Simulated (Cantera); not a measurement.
Equilibrium for silicon epitaxy and polysilicon growth: SiCl4 + Cl2 + H2

Feed: 1 mol SiCl4, 0.0045 mol Cl2, 5.2 mol H2, held at 1.20 mbar.

Cantera equilibrium calculation (NASA polynomials, part measured and part estimated; ideal gas, pure solids and liquids). Candidate condensed phases: Si; 19 gas species. The tables' values for SiCl3, SiCl are old estimates; treat these amounts as uncertain. The numbers say what is thermodynamically allowed, not how fast it happens.

From 1300 °C to 1500 °C nothing is condensed. The main Si-bearing gas is SiCl2 throughout.

```tsv
T (°C)	log p H2	log p HCl	log p SiCl2	log p H	log p SiCl3
1300	-3.15	-3.48	-3.79	-5.97	-5.49
1325	-3.15	-3.48	-3.79	-5.85	-5.55
1350	-3.16	-3.48	-3.79	-5.74	-5.61
1375	-3.16	-3.48	-3.79	-5.63	-5.67
1400	-3.16	-3.48	-3.79	-5.52	-5.72
1425	-3.16	-3.48	-3.79	-5.42	-5.78
1450	-3.16	-3.48	-3.79	-5.32	-5.83
1475	-3.16	-3.48	-3.79	-5.22	-5.88
1500	-3.16	-3.48	-3.79	-5.13	-5.93
```
log p: log10 of the partial pressure in bar; nothing condenses.
